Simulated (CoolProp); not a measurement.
Tetradecamethylhexasiloxane (MD4M) along the isobar 0.677 MPa: fugacity coefficient from the reference equation and from simpler models built on Tc = 380.0 °C, pc = 0.8286 MPa, ω = 0.800; each cubic takes its own stable root.

Model: reference Helmholtz-energy equation of state, Thol 2019, in CoolProp.

```csv
T (°C),phase,reference
48.15,liquid,1.183e-5
52.75,liquid,1.766e-5
57.25,liquid,2.577e-5
61.85,liquid,3.738e-5
66.45,liquid,5.350e-5
70.95,liquid,7.503e-5
75.55,liquid,0.0001047
80.05,liquid,0.0001435
84.65,liquid,0.0001957
89.25,liquid,0.0002641
93.75,liquid,0.0003505
98.35,liquid,0.0004637
```

**Question.** How far does each simpler model (van der Waals, Redlich-Kwong, Soave-Redlich-Kwong, Peng-Robinson) lie from the reference over these 12 states: mean and median of the absolute difference, and the worst?

**Answer.** 
- van der Waals: mean 103284.4 %, median 67640.7 %, worst +315707.3 % at 48.15 °C and 0.677 MPa
- Redlich-Kwong: mean 9586.7 %, median 7828.6 %, worst +21793.5 % at 48.15 °C and 0.677 MPa
- Soave-Redlich-Kwong: mean 32.4 %, median 30.7 %, worst +52.9 % at 48.15 °C and 0.677 MPa
- Peng-Robinson: mean 69.4 %, median 65.8 %, worst +110.5 % at 48.15 °C and 0.677 MPa
